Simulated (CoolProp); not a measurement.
Vapour-liquid equilibrium of R134a (1) + dimethyl ether (2) at 18.4 bar; x and y are mole fractions of (1).

The numbers come from the multi-fluid Helmholtz-energy mixture model, Tillner-Roth 1994 and Wu 2011; pair parameters Bell 2016 in CoolProp.

Task: Give the bubble temperature and the first vapour's composition at x = 0.25, 0.35, 0.85. Is there an azeotrope?

Result: x = 0.25: 71.1 °C, y = 0.256; x = 0.35: 70.8 °C, y = 0.366; x = 0.85: 65.8 °C, y = 0.873. y crosses x between x = 0.15 and 0.25: the model has an azeotrope there.

Pair parameters are fitted to limited data, so mixtures are less certain than the pure fluids.
